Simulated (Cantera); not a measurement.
A closed system holds: 1 mol toluene, 1.8 mol CO₂, held at 170 Pa.

Cantera equilibrium calculation (NASA polynomials, part measured and part estimated; ideal gas, pure solids and liquids). Candidate condensed phases: C, C₆H₆, C₇H₈, C₈H₁₈, H₂O; 110 gas species. Kinetics and transport are ignored.

Q: What share of the C ends up in condensed phases as a function of T (°C), at 1975, 2025, 2075, 2125, 2175, 2225, 2275, 2325, 2375, 2425, 2475, 2525, 2575, 2625?

A: 
```
T (°C)  C condensed (%)           as
------  ---------------  -----------
1975               58.8  C(graphite)
2025               58.8  C(graphite)
2075               58.7  C(graphite)
2125               58.6  C(graphite)
2175               58.5  C(graphite)
2225               58.3  C(graphite)
2275               58.1  C(graphite)
2325               57.8  C(graphite)
2375               57.1  C(graphite)
2425               56.0  C(graphite)
2475               53.9  C(graphite)
2525               50.0  C(graphite)
2575               42.8  C(graphite)
2625               29.5  C(graphite)
```
